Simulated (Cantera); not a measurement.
# Equilibrium for calcination and drying: MgCO₃ + CO₂

Charge: 1 mol MgCO₃, 0.024 mol CO₂, equilibrated at 7.50 bar.

Cantera equilibrium calculation (NASA polynomials, part measured and part estimated; ideal gas, pure solids and liquids). Candidate condensed phases: C, Mg, MgCO₃, MgO; 15 gas species. Equilibrium is a limit: real reactors are often held back by kinetics, nucleation or transport.

```tsv
T (°C)	x CO₂	x CO	x O₂	x O	x Mg	n MgO(s)
1452	0.998	0.00130	0.000652	5.41e-7	7.71e-12	1.00
1477	0.998	0.00157	0.000785	7.65e-7	1.46e-11	1.00
1502	0.997	0.00188	0.000939	1.07e-6	2.70e-11	1.00
1527	0.997	0.00224	0.00112	1.49e-6	4.92e-11	1.00
1552	0.996	0.00265	0.00133	2.04e-6	8.81e-11	1.00
1577	0.995	0.00313	0.00156	2.78e-6	1.55e-10	1.00
1602	0.994	0.00367	0.00184	3.76e-6	2.70e-10	1.00
1627	0.994	0.00429	0.00214	5.05e-6	4.61e-10	1.00
1652	0.992	0.00500	0.00250	6.71e-6	7.78e-10	1.00
1677	0.991	0.00580	0.00289	8.87e-6	1.29e-9	1.00
1702	0.990	0.00669	0.00334	1.16e-5	2.12e-9	1.00
1727	0.988	0.00770	0.00384	1.51e-5	3.45e-9	1.00
```
x: gas mole fraction; n: condensed amount in mol.

From 1452 °C to 1727 °C the condensed part is MgO(s).
